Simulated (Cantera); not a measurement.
Input (Python, Cantera):

```python
import numpy as np
import cantera as ct

gas = ct.Solution("gri30.yaml")
gas.TPX = 1425, 1000000, {'CH4': 1, 'H2O': 0.97}
reactor = ct.IdealGasConstPressureReactor(gas, energy="off", clone=False)
net = ct.ReactorNet([reactor])
net.rtol, net.atol = 1e-08, 1e-18
show = ['CH4', 'H2O', 'C2H2', 'CO', 'O', 'CH3']
times = np.geomspace(4e-06, 200, 14)

steps = ct.SolutionArray(gas, extra=["t"])
rows = []
print(f"{'t/s':>10s}{'T/K':>9s}{'P/Pa':>11s}" + "".join(f"{s:>11s}" for s in show))
for t in times:
    while net.time < t:
        t_next = net.step()
        steps.append(gas.state, t=t_next)
    rows.append([np.interp(t, steps.t, y) for y in (steps.T, steps.P, *steps(*show).X.T)])
    print(f"{t:10.3e}{rows[-1][0]:9.1f}{rows[-1][1]:11.4g}" + "".join(f"{x:11.3e}" for x in rows[-1][2:]))
rate = np.gradient(steps.T, steps.t)
print("integrator steps:", len(steps.t))
if steps.T.max() > steps.T[0] + 200:
    print(f"time of steepest temperature rise: {steps.t[rate.argmax()]:.4e} s")
gas.TPX = 1425, 1000000, {'CH4': 1, 'H2O': 0.97}
gas.equilibrate("TP")
print(f"equilibrium (TP): T = {gas.T:.1f} K  " + "  ".join(f"{s} {gas[s].X[0]:.3e}" for s in show))
```

Output:

```
       t/s      T/K       P/Pa        CH4        H2O       C2H2         CO          O        CH3
 4.000e-06   1425.0      1e+06  5.076e-01  4.924e-01  1.248e-15  1.061e-16  5.465e-16  2.374e-06
 1.564e-05   1425.0      1e+06  5.076e-01  4.924e-01  4.843e-13  6.954e-14  7.317e-15  8.817e-06
 6.117e-05   1425.0      1e+06  5.076e-01  4.924e-01  1.269e-10  2.505e-11  4.012e-14  2.071e-05
 2.392e-04   1425.0      1e+06  5.075e-01  4.924e-01  7.045e-09  1.334e-09  5.012e-14  2.316e-05
 9.353e-04   1425.0      1e+06  5.070e-01  4.924e-01  2.385e-07  3.604e-08  6.385e-14  2.617e-05
 3.658e-03   1425.0      1e+06  5.051e-01  4.922e-01  1.162e-05  1.138e-06  1.041e-13  3.348e-05
 1.430e-02   1425.0      1e+06  4.962e-01  4.904e-01  5.324e-04  2.214e-05  1.390e-13  3.877e-05
 5.593e-02   1425.0      1e+06  4.614e-01  4.804e-01  7.745e-03  1.572e-04  1.063e-13  3.416e-05
 2.187e-01   1425.0      1e+06  3.713e-01  4.538e-01  2.570e-02  1.106e-03  7.871e-14  2.851e-05
 8.553e-01   1425.0      1e+06  3.020e-01  4.250e-01  3.076e-02  5.999e-03  1.035e-13  2.977e-05
 3.345e+00   1425.0      1e+06  3.076e-01  3.846e-01  2.081e-02  1.860e-02  9.588e-14  2.823e-05
 1.308e+01   1425.0      1e+06  2.973e-01  3.142e-01  8.902e-03  4.781e-02  7.637e-14  2.391e-05
 5.114e+01   1425.0      1e+06  2.490e-01  2.321e-01  2.571e-03  9.231e-02  4.946e-14  1.727e-05
 2.000e+02   1425.0      1e+06  1.754e-01  1.516e-01  5.910e-04  1.428e-01  2.678e-14  1.071e-05
integrator steps: 1705
equilibrium (TP): T = 1425.0 K  CH4 1.563e-02  H2O 6.856e-03  C2H2 1.572e-06  CO 2.431e-01  O 8.654e-16  CH3 7.956e-07
```

Model: GRI-Mech 3.0 (53 species, 325 reactions), integrated in Cantera.
